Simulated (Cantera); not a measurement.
What does this Cantera script print?

```python
import numpy as np
import cantera as ct

gas_names = """
    CL CL2 H HCL H2 N NH NH2 NH3 N2 N2H2 N2H4 Si SiCL SiCL2 SiCL3 SiCL4 SiH SiHCL3 SiH2 SiH2CL2 SiH3
    SiH3CL SiH4 SiN Si2 Si2N Si3
""".split()
cond_names = """
    NH4CL(a) NH4CL(b) Si(cr) Si(L) Si3N4(a)
""".split()


def load(file, names, dense=False):
    # The tables refer to 1 bar. Condensed volumes are neglected.
    table = {s.name: s for s in ct.Species.list_from_file(file)}
    out = []
    for n in names:
        d = dict(table[n].input_data)
        d["thermo"] = dict(d["thermo"], **{"reference-pressure": 1e5})
        if dense:
            d["equation-of-state"] = {"model": "constant-volume", "density": "1e6 g/cm^3"}
        out.append(ct.Species.from_dict(d))
    return out


gas = ct.Solution(thermo="ideal-gas", species=load("nasa_gas.yaml", gas_names))
cond = {s.name: ct.Solution(thermo="fixed-stoichiometry", species=[s], name=s.name)
        for s in load("nasa_condensed.yaml", cond_names, dense=True)}
atoms = {
    'SiH2Cl2': {'Si': 1, 'H': 2, 'CL': 2},
    'Cl2': {'CL': 2},
    'N2': {'N': 2},
}
top_T = {'Si3N4(a)': 2400}  # K; cautious upper limits of use, not melting points


def equilibrate(T, P, feed):
    n = {}
    for name, mol in feed.items():
        for a, k in atoms[name].items():
            n[a] = n.get(a, 0.0) + k * mol
    gas.TPX = T, P, n
    mass = sum(n.values()) * gas.mean_molecular_weight
    gas.equilibrate("TP")
    valid = [c for c in cond.values() if c.min_temp <= T <= top_T.get(c.name, c.max_temp)]
    mix = ct.Mixture([(gas, mass / gas.mean_molecular_weight)] + [(c, 0.0) for c in valid])
    mix.T, mix.P = T, P
    mix.equilibrate("TP", solver="vcs", rtol=1e-11, max_steps=5000)
    return mix


results = []
feed = {'SiH2Cl2': 1, 'Cl2': 0.021, 'N2': 220}  # mol
T = 1025  # K
P = 133.322  # Pa
mix = equilibrate(T, P, feed)
results.append((T, P, feed, dict(zip(mix.species_names, mix.species_moles))))
x = sorted(zip(gas.X, gas.species_names), reverse=True)
print(f"T = {T:g} K  P = {P:g} Pa  gas = {mix.phase_moles(0):.4g} mol")
print("   x: " + "  ".join(f"{s} {v:.3e}" for v, s in x if v > 0.0001))
print("   condensed (mol): " + ("  ".join(f"{mix.phase(i).name} {mix.phase_moles(i):.4g}"
      for i in range(1, mix.n_phases) if mix.phase_moles(i) > 1e-12) or "none"))
```

Output:

```
T = 1025 K  P = 133.322 Pa  gas = 221.3 mol
   x: N2 9.912e-01  HCL 7.863e-03  H2 5.867e-04  SiCL4 3.353e-04
   condensed (mol): Si3N4(a) 0.308
```

Cantera equilibrium calculation (NASA polynomials, part measured and part estimated; ideal gas, pure solids and liquids). N2 is the only nitrogen source here; it is nearly inert below about 1500 K, so the nitride shown seldom forms there in practice.
